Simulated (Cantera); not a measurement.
Charge: 1 mol V₂O₅, 1400 mol H₂, 2 mol H₂O, held at 1725 °C and 0.580 bar.

These are equilibrium values from Cantera (NASA tables, ideal gas, pure condensed phases), not measurements of a reactor. Candidate condensed phases: H₂O, V, VO, V₂O₃, V₂O₄, V₂O₅; 12 gas species. VO: taken at fixed stoichiometry. Rates play no part.

Base state: H₂ 0.994, H₂O 0.00356, H 0.00210 (mole fractions); condensed: VO(s).

### Question
What changes in the equilibrium state with this change: pressure from 0.580 bar to 3.10 bar?

### Answer
```json
[
 {"species": "H₂", "before": "0.994", "after": "0.996"},
 {"species": "H₂O", "before": "0.00356", "after": "0.00356"},
 {"species": "H", "before": "0.00210", "after": "0.000910"},
 {"species": "VO(s), mol", "before": "1.99", "after": "2.00"}
]
```

### Question
What changes in the equilibrium state with this change: temperature from 1725 °C to 1850 °C?

### Answer
```
species      before    after
----------  -------  -------
H₂            0.994    0.992
H           0.00210  0.00470
H₂O         0.00356  0.00355
VO          3.25e-6  1.83e-5
VO₂         2.72e-6  1.05e-5
VO(s), mol     1.99        0
VO(l), mol        0     1.95
```
